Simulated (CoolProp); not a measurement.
R1132(E) along the isotherm -2.65 °C: fugacity coefficient from the reference equation and from simpler models built on Tc = 75.7 °C, pc = 5174 kPa, ω = 0.245; each cubic takes its own stable root.

Computed with CoolProp (reference Helmholtz-energy equation of state, Akasaka 2024).

```csv
p (kPa),phase,reference
20.6,gas,0.9967
32,gas,0.9949
49.8,gas,0.9921
77.6,gas,0.9877
121,gas,0.9809
188,gas,0.9703
293,gas,0.9537
456,gas,0.9280
710,gas,0.8879
1110,liquid,0.6024
1720,liquid,0.3955
2680,liquid,0.2608
4170,liquid,0.1747
6500,liquid,0.1196
```

Question: How far does each simpler model (Redlich-Kwong, Soave-Redlich-Kwong, Peng-Robinson) lie from the reference over these 14 states: mean and median of the absolute difference, and the worst?

Answer: 
- Redlich-Kwong: mean 12.1 %, median 1.0 %, worst +34.9 % at -2.65 °C and 6500 kPa
- Soave-Redlich-Kwong: mean 1.1 %, median 0.5 %, worst +3.4 % at -2.65 °C and 6500 kPa
- Peng-Robinson: mean 0.1 %, median 0.1 %, worst +0.4 % at -2.65 °C and 710 kPa
